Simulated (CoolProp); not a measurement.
2000 sccm (0 °C, 1 atm) of nitrogen bubbles through liquid water at 289.1 K and leaves saturated at a total pressure of 0.0246 MPa (ideal gas phase). Each further row changes one setting.

Values from CoolProp's reference Helmholtz-energy equation of state, Wagner 2002.

```tsv
case	vapour pressure (kPa)	mole fraction of vapour	delivery (mg/min)	delivery (sccm)	change of delivery for a bath 1 K warmer (%)
as stated	1.81	0.0737	128	…	7.1
bath temperature 294.1 K	…	0.101	…	…	7.1
total pressure 0.0492 MPa	1.81	0.0368	…	…	6.8
```

Problem. Some entries are withheld; supply them.

Solution. 
- as stated, delivery (sccm): 159
- bath temperature 294.1 K, vapour pressure (kPa): 2.48
- bath temperature 294.1 K, delivery (mg/min): 180
- bath temperature 294.1 K, delivery (sccm): 224
- total pressure 0.0492 MPa, delivery (mg/min): 61.5
- total pressure 0.0492 MPa, delivery (sccm): 76.5
